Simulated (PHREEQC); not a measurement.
Dissolve 0.0055 mol Pb(NO3)2, 0.0038 mol NaNO3 and 0.00011 mol Na2SO4 per kg of water at 20 °C. Closed to the air; pH follows from the charge balance.

The numbers come from PHREEQC with the ion-association model, wateq4f.dat.

This is a speciation only: nothing precipitates in the calculation.

### Question
What pH, ionic strength does the model give?

### Answer
pH 5.09; ionic strength 0.0192 mol/kgw.

### Question
In which forms is S present?

### Answer
SO4-2 51 %, PbSO4 48 %, NaSO4- 0.6 % of the S.

The solution is supersaturated, for example in Anglesite, Larnakite, so a real one may precipitate; this is no full list.
